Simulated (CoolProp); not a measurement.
Computed with CoolProp (reference Helmholtz-energy equation of state, Lemmon 2006). It is a short technical equation, of lower accuracy than the large ones.

**Question.** Give the vapour pressure (MPa), liquid density (kg/m³), enthalpy of vaporisation (kJ/kg), liquid cp (kJ/(kg K)) of saturated CH3F (R41) at 221.3 K.

**Answer.** 
```
T (K)  p (MPa)  liquid density (kg/m³)  enthalpy of vaporisation (kJ/kg)  liquid cp (kJ/(kg K))
-----  -------  ----------------------  --------------------------------  ---------------------
221.3    0.360                     823                               447                   2.14
```
